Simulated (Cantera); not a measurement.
## NO annealing gas

An isothermal, constant-pressure homogeneous reactor starts with 23.3 % NO, 76.7 % N2, at 1948 K and 20.0 Torr.

Detailed kinetics in Cantera: GRI-Mech 3.0 (53 species, 325 reactions). Radical loss at walls, strong at low pressure, is not modelled.

```
t (s)        x NO    x N2O       x O     x NO2      x O2   x N2
--------  -------  -------  --------  --------  --------  -----
1.00e-6     0.233  1.14e-9   1.14e-9    <1e-12    <1e-12  0.767
4.92e-6     0.233  5.59e-9   5.59e-9    <1e-12    <1e-12  0.767
2.42e-5     0.233  2.75e-8   2.75e-8  5.11e-12  2.42e-12  0.767
0.000119    0.233  1.35e-7   1.35e-7  1.23e-10  5.86e-11  0.767
0.000585    0.233  6.56e-7   6.71e-7   2.86e-9   1.43e-9  0.767
0.00288     0.233  3.06e-6   3.42e-6   5.85e-8   3.54e-8  0.767
0.0141      0.233  1.18e-5   1.95e-5   7.81e-7   9.99e-7  0.767
0.0695      0.232  2.26e-5  0.000110   4.78e-6   3.69e-5  0.767
0.342       0.231  2.17e-5  0.000208   8.16e-6  0.000642  0.768
1.68        0.224  1.98e-5  0.000268   1.14e-5   0.00426  0.772
8.27        0.182  1.19e-5  0.000475   1.92e-5    0.0250  0.793
40.7       0.0450  6.61e-7  0.000842   9.19e-6    0.0933  0.861
200       0.00531  5.07e-8  0.000920   1.20e-6     0.113  0.881
```
x: mole fraction; the columns are a selection and need not sum to one.

Equilibrium at this temperature and pressure: NO 0.00515, N2O 5.02e-8, O 0.000921, NO2 1.16e-6, O2 0.113, N2 0.881 (gas phase only).
